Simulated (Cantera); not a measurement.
Charge: 1 mol Si, 0.0059 mol H2O, 1.2 mol H2, equilibrated at 1873.15 K and 1330 Pa.

Cantera equilibrium calculation (NASA polynomials, part measured and part estimated; ideal gas, pure solids and liquids). Candidate condensed phases: H2O, Si, SiO2; 18 gas species. Gases not in the tables: Si2H6 and higher silanes. The numbers say what is thermodynamically allowed, not how fast it happens.

Base state: H2 0.989, H 0.00556, SiO 0.00485, Si 0.000663, SiH 7.09e-5, SiH2 4.85e-5 (mole fractions); condensed: Si(l).

**Question.** What changes in the equilibrium state with this change: temperature from 1873.15 K to 1673.15 K?

**Answer.** 
```tsv
species	before	after
H2	0.989	0.994
SiO	0.00485	0.00487
H	0.00556	0.000985
Si	0.000663	3.14e-5
SiH	7.09e-5	6.11e-6
SiH2	4.85e-5	1.10e-5
Si(l), mol	0.993	0
Si(s), mol	0	0.994
```

**Question.** What changes in the equilibrium state with this change: pressure from 1330 Pa to 101000 Pa?

**Answer.** 
```csv
species,before,after
H2,0.989,0.994
SiO,0.00485,0.00486
H,0.00556,0.000640
Si,0.000663,8.72e-6
SiH,7.09e-5,8.15e-6
SiH2,4.85e-5,4.88e-5
"Si(l), mol",0.993,0.994
```
